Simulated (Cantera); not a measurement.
BF₃ + H₂ (boron, boron nitride and boron oxide)

Feed: 1 mol BF₃, a varied amount of H₂, held at 1375 K and 1.33 mbar.

Method: chemical equilibrium by Gibbs-energy minimisation in Cantera with the NASA 1993 tables (ideal gas, pure condensed phases). Candidate condensed phases: B; 20 gas species. The tables' values for BF₂ are old estimates; treat these amounts as uncertain. The numbers say what is thermodynamically allowed, not how fast it happens.

From 3.8 mol H₂ to 130 mol H₂ nothing is condensed. The main B-bearing gas is BF₃ throughout.

```json
[
 {"n(H₂) (mol)": "3.8", "x H₂": "0.783", "x BF₃": "0.199", "x HF": "0.00954", "x BHF₂": "0.00512", "x BF₂": "0.00377", "x BF": "0.000327", "x H": "8.30e-5", "x BH₂": "6.52e-8"},
 {"n(H₂) (mol)": "6.3", "x H₂": "0.855", "x BF₃": "0.129", "x HF": "0.00802", "x BHF₂": "0.00432", "x BF₂": "0.00304", "x BF": "0.000328", "x H": "8.68e-5", "x BH₂": "8.89e-8"},
 {"n(H₂) (mol)": "10", "x H₂": "0.902", "x BF₃": "0.0844", "x HF": "0.00669", "x BHF₂": "0.00358", "x BF₂": "0.00245", "x BF": "0.000326", "x H": "8.91e-5", "x BH₂": "1.15e-7"},
 {"n(H₂) (mol)": "17", "x H₂": "0.939", "x BF₃": "0.0505", "x HF": "0.00532", "x BHF₂": "0.00280", "x BF₂": "0.00188", "x BF": "0.000321", "x H": "9.09e-5", "x BH₂": "1.51e-7"},
 {"n(H₂) (mol)": "28", "x H₂": "0.961", "x BF₃": "0.0305", "x HF": "0.00424", "x BHF₂": "0.00217", "x BF₂": "0.00144", "x BF": "0.000312", "x H": "9.20e-5", "x BH₂": "1.91e-7"},
 {"n(H₂) (mol)": "47", "x H₂": "0.976", "x BF₃": "0.0178", "x HF": "0.00332", "x BHF₂": "0.00164", "x BF₂": "0.00108", "x BF": "0.000301", "x H": "9.27e-5", "x BH₂": "2.40e-7"},
 {"n(H₂) (mol)": "77", "x H₂": "0.984", "x BF₃": "0.0105", "x HF": "0.00262", "x BHF₂": "0.00124", "x BF₂": "0.000811", "x BF": "0.000287", "x H": "9.31e-5", "x BH₂": "2.94e-7"},
 {"n(H₂) (mol)": "130", "x H₂": "0.990", "x BF₃": "0.00587", "x HF": "0.00203", "x BHF₂": "0.000900", "x BF₂": "0.000588", "x BF": "0.000270", "x H": "9.34e-5", "x BH₂": "3.60e-7"}
]
```
x: gas mole fraction; nothing condenses.
